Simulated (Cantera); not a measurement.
Mixture: CH₄ : O₂ : N₂ : H₂O = 1 : 4.08 : 15.3 : 3.5 (molar parts), equivalence ratio 0.49, at 15.8 atm, adiabatic and at constant pressure. Ignition delay is the time to a rise of 400 K.

Cantera simulation using GRI-Mech 3.0 (53 species, 325 reactions); the numbers are that mechanism's predictions, not measurements. The pressure lies above the range GRI-Mech 3.0 was tuned for (to about 10 atm).

Q: What does this change do: constant volume in place of constant pressure?

A: 
```json
[
 {"quantity": "delay at 1200 K", "before": "2.53 ms", "after": "2.42 ms"},
 {"quantity": "delay at 1250 K", "before": "1.40 ms", "after": "1.33 ms"},
 {"quantity": "delay at 1300 K", "before": "0.805 ms", "after": "0.764 ms"},
 {"quantity": "delay at 1350 K", "before": "0.480 ms", "after": "0.454 ms"},
 {"quantity": "delay at 1400 K", "before": "0.294 ms", "after": "0.277 ms"},
 {"quantity": "delay at 1450 K", "before": "0.184 ms", "after": "0.173 ms"},
 {"quantity": "delay at 1500 K", "before": "0.117 ms", "after": "0.110 ms"},
 {"quantity": "apparent activation energy between 1400 and 1500 K", "before": "160 kJ/mol", "after": "160 kJ/mol"}
]
```
